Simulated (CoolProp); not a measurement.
Computed with CoolProp (reference Helmholtz-energy equation of state, Zhou 2016).

Q: For R245ca, give the phase and the cv (kJ/(kg K)), speed of sound (m/s) at 450 K and 0.101 MPa.

A: 
- 450 K and 0.101 MPa: gas; cv 1.10, speed of sound 170
